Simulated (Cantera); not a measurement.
Abatement and gas-phase synthesis: CO2 + O2

A closed system holds: 1 mol CO2, 0.25 mol O2, equilibrated at 10.0 Torr.

Equilibrium computed with Cantera from the NASA thermochemical tables; the gas is ideal and each condensed phase is pure. Candidate condensed phases: C; 12 gas species. The numbers say what is thermodynamically allowed, not how fast it happens.

| T (°C) | log p CO2 | log p CO | log p O2 | log p O | log p O3 |
|---|---|---|---|---|---|
| 252 | -1.97 | <-13 | -2.57 | <-13 | <-13 |
| 452 | -1.97 | <-13 | -2.57 | <-13 | <-13 |
| 652 | -1.97 | -12.10 | -2.57 | -12.16 | <-13 |
| 852 | -1.97 | -9.26 | -2.57 | -9.62 | <-13 |
| 1052 | -1.97 | -7.29 | -2.57 | -7.85 | -13.03 |
| 1252 | -1.97 | -5.84 | -2.57 | -6.53 | -12.28 |
| 1452 | -1.97 | -4.73 | -2.57 | -5.52 | -11.71 |
| 1652 | -1.98 | -3.86 | -2.57 | -4.72 | -11.24 |
| 1852 | -2.01 | -3.19 | -2.54 | -4.05 | -10.82 |
| 2052 | -2.10 | -2.72 | -2.49 | -3.49 | -10.42 |
| 2252 | -2.29 | -2.44 | -2.45 | -3.01 | -10.09 |
| 2452 | -2.58 | -2.30 | -2.48 | -2.64 | -9.89 |
log p: log10 of the partial pressure in bar; nothing condenses.

From 252 °C to 2452 °C nothing is condensed. The main C-bearing gas is CO2 at 252 °C and CO at 2452 °C.
